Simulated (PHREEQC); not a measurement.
**Leach liquor: an equilibrium model**

Solution (25 °C): 0.26 mol H2SO4, 0.036 mol LiCl and 0.12 mol MnSO4 per kg of water. It is in equilibrium with CO2 at log p = 0 (atm). Otherwise closed; pH follows from the charge balance.

Equilibrium calculation in PHREEQC: ion-association model, wateq4f.dat.

Each row changes one thing in this solution. This is a speciation only: nothing precipitates in the calculation.

```tsv
case	pH	ionic strength (mol/kgw)	HSO4- (mol/kgw)	SO4-2 (mol/kgw)	MnSO4 (mol/kgw)	MnHCO3+ (mol/kgw)	SI of Rhodochrosite (MnCO3)
as made	0.75	0.576	0.287	0.0567	0.0342	2.24e-7	-7.22
LiCl left out	0.75	0.540	0.288	0.0558	0.0358	2.29e-7	-7.20
temperature from 25 to 40 °C	0.78	0.552	0.299	0.0449	0.0343	1.84e-7	-7.12
H2SO4 from 0.26 to 0.13 mol/kgw	1.07	0.435	0.151	0.0573	0.0402	4.63e-7	-6.57
```

Species that the database lacks are ignored. Away from 25 °C the constants follow the database's enthalpies or fits; those with neither stay at their 25 °C values.
